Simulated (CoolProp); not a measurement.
Vapour-liquid equilibrium of R125 (1) + R143a (2) at 10.6 bar; x and y are mole fractions of (1).

The numbers come from the multi-fluid Helmholtz-energy mixture model, Lemmon 2005 and Lemmon and Jacobsen 2000; pair parameters Lemmon 2004 in CoolProp.

```tsv
x	bubble temperature, mixture model (K)	bubble temperature, Raoult's law (K)	y, mixture model	y, Raoult's law
0.05	291.6	291.4	0.050	0.054
0.2	291.5	291.0	0.204	0.214
0.35	291.2	290.5	0.360	0.370
0.5	290.8	290.0	0.515	0.521
0.65	290.3	289.6	0.668	0.669
0.8	289.6	289.1	0.816	0.813
0.95	288.8	288.7	0.956	0.954
```

The largest gap from Raoult's law is +0.8 K in bubble temperature, at x = 0.5. No azeotrope shows between x = 0.05 and 0.95.

The pair parameters rest on a limited set of measurements; away from them the model extrapolates.
